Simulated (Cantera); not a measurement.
Mixture: 28.7 % CO, 1.06 % H2, 20.1 % O2, 50.2 % N2, equivalence ratio 0.74, at 10.0 bar, adiabatic and at constant pressure. Ignition delay is the time to a rise of 400 K.

Cantera simulation using GRI-Mech 3.0 (53 species, 325 reactions); the numbers are that mechanism's predictions, not measurements. The hydrogen kinetics of GRI-Mech 3.0 are dated; newer H2 mechanisms differ, most at raised pressure. Where the delays flatten at high temperature, the 400 K rule measures the pace of heat release, not the induction time.

Problem. Predict: delay at 1273 K; delay at 1373 K; delay at 1473 K; delay at 1573 K; delay at 1673 K; delay at 1773 K.

Solution. 
* **delay at 1273 K**: 26.3 µs
* **delay at 1373 K**: 12.4 µs
* **delay at 1473 K**: 8.08 µs
* **delay at 1573 K**: 6.15 µs
* **delay at 1673 K**: 5.11 µs
* **delay at 1773 K**: 4.49 µs
